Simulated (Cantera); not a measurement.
Feed: 1 mol Si, 20 mol HBr, 68 mol H₂, held at 39.0 mbar.

Method: chemical equilibrium by Gibbs-energy minimisation in Cantera with the NASA 1993 tables (ideal gas, pure condensed phases). Candidate condensed phases: Br₂, Si; 19 gas species. The tables' values for SiBr₃, SiBr are old estimates; treat these amounts as uncertain. Kinetics and transport are ignored.

log p: log10 of the partial pressure in bar; nothing condenses.

```
T (K)  log p H₂  log p HBr  log p SiBr₄  log p SiBr₂  log p Br  log p SiBr₃
-----  --------  ---------  -----------  -----------  --------  -----------
450       -1.50      -2.14        -3.35         <-13      <-13         <-13
600       -1.50      -2.14        -3.35         <-13    -12.06       -11.96
750       -1.50      -2.14        -3.35       -11.00     -9.44        -8.93
900       -1.50      -2.14        -3.35        -7.73     -7.69        -6.92
1050      -1.50      -2.14        -3.37          ___       ___        -5.52
1200      -1.51      -2.13        -3.55        -3.92     -5.46        -4.65
1350      -1.51      -2.11          ___          ___       ___        -4.65
1500      -1.51      -2.10        -5.32        -3.37     -4.10        -4.99
1650      -1.51      -2.11        -6.19        -3.36     -3.62        -5.31
```

Problem. Complete the blanks.

Solution. 
- 1050, log p SiBr₂: -5.43
- 1050, log p Br: -6.43
- 1350, log p SiBr₄: -4.33
- 1350, log p SiBr₂: -3.43
- 1350, log p Br: -4.70
